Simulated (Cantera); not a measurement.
A closed system holds: 1 mol Si, 12 mol HBr, 22 mol H2, held at 1250 K and 13.0 Pa.

Equilibrium computed with Cantera from the NASA thermochemical tables; the gas is ideal and each condensed phase is pure. Candidate condensed phases: Br2, Si; 19 gas species. The tables' values for SiBr3 are old estimates; treat these amounts as uncertain. Kinetics and transport are ignored.

Base state: H2 0.678, HBr 0.288, SiBr2 0.0288, Br 0.00463, SiBr3 0.000333, SiBr4 0.000203, H 3.49e-5, SiHBr3 1.03e-5 (mole fractions); condensed: gas only.

Task: What changes in the equilibrium state with this change: pressure from 13.0 Pa to 53000 Pa?

Result: 
```
species    before    after
-------  --------  -------
H2          0.678    0.723
HBr         0.288    0.247
SiBr4    0.000203   0.0264
SiBr2      0.0288  0.00133
SiH2Br2   2.49e-7  5.00e-5
SiHBr3    1.03e-5  0.00166
Br        0.00463  6.03e-5
H         3.49e-5  5.64e-7
```
